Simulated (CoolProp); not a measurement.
Aqueous sodium chloride as a coolant, 19 % by mass, freezing at -15.2 °C, 1 atm.

The numbers come from the Melinder's fits for secondary coolants in CoolProp.

| T (°C) | Prandtl number | density (kg/m³) | cp (kJ/(kg K)) | conductivity (W/(m K)) |
|---|---|---|---|---|
| -10.3 | 23.8 | 1153 | 3.388 | ___ |
| -4.1 | 18.8 | 1150 | ___ | ___ |
| 2.1 | 15.1 | 1148 | 3.412 | 0.552 |
| 8.2 | 12.4 | 1145 | 3.422 | 0.561 |
| 14.4 | 10.3 | 1142 | 3.431 | 0.571 |
| 20.6 | 8.69 | 1140 | 3.438 | 0.580 |
| 26.7 | 7.48 | 1137 | ___ | 0.590 |
| 32.9 | 6.54 | 1134 | 3.447 | 0.599 |
| 39.1 | 5.82 | 1130 | 3.450 | 0.609 |

Task: Complete the blanks.

Result: 
- -10.3, conductivity (W/(m K)): 0.533
- -4.1, cp (kJ/(kg K)): 3.401
- -4.1, conductivity (W/(m K)): 0.542
- 26.7, cp (kJ/(kg K)): 3.443
